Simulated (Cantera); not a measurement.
A perfectly stirred reactor is fed with H2 : O2 : N2 : NO = 1 : 0.962 : 9.23 : 0.029 (molar parts), at 10.0 bar; it is adiabatic with a 575 K inlet, and is followed from long to short residence time, starting on the burning branch (τ in s: 0.21, 0.1, 0.049, 0.024, 0.012, 0.0057, 0.0028, 0.0013, 0.00066, 0.00032, 0.00016, 7.6e-05).

Detailed kinetics in Cantera: GRI-Mech 3.0 (53 species, 325 reactions). The hydrogen kinetics of GRI-Mech 3.0 are dated; newer H2 mechanisms differ, most at raised pressure. The mechanism lacks 2 NO + O2 → 2 NO2 and HONO, so NO2 and the effect of NO are under-described below about 1400 K.

What does this change do: H2 1 to 1.3 parts?


```
quantity                                                                       before                                 after
------------------------------------------------  -----------------------------------  ------------------------------------
blow-out, bracketed by the residence times tried  burning at 1.30 ms, out at 0.660 ms  burning at 0.320 ms, out at 0.160 ms
x(H2) at τ = 0.210 s                                                         0.000155                               4.79e-5
x(O2) at τ = 0.210 s                                                           0.0431                                0.0287
x(NO) at τ = 0.210 s                                                          0.00241                               0.00256
x(H2O2) at τ = 0.210 s                                                        5.08e-8                               6.60e-8
x(H) at τ = 0.210 s                                                           6.37e-8                               1.67e-7
x(H2) at τ = 2.80 ms                                                          0.00352                               0.00101
x(O2) at τ = 2.80 ms                                                           0.0448                                0.0292
x(NO) at τ = 2.80 ms                                                          0.00214                               0.00242
x(H2O2) at τ = 2.80 ms                                                        2.11e-6                               7.29e-7
x(H) at τ = 2.80 ms                                                           4.51e-6                               1.15e-5
```

What does this change do: inlet temperature 575 to 800 K?


```tsv
quantity	before	after
blow-out, bracketed by the residence times tried	burning at 1.30 ms, out at 0.660 ms	burning at 76.0 µs, the shortest tried
x(H2) at τ = 0.210 s	0.000155	3.18e-5
x(O2) at τ = 0.210 s	0.0431	0.0431
x(NO) at τ = 0.210 s	0.00241	0.00261
x(H2O2) at τ = 0.210 s	5.08e-8	5.42e-8
x(H) at τ = 0.210 s	6.37e-8	1.08e-7
x(H2) at τ = 2.80 ms	0.00352	0.000614
x(O2) at τ = 2.80 ms	0.0448	0.0433
x(NO) at τ = 2.80 ms	0.00214	0.00255
x(H2O2) at τ = 2.80 ms	2.11e-6	5.57e-7
x(H) at τ = 2.80 ms	4.51e-6	7.19e-6
```
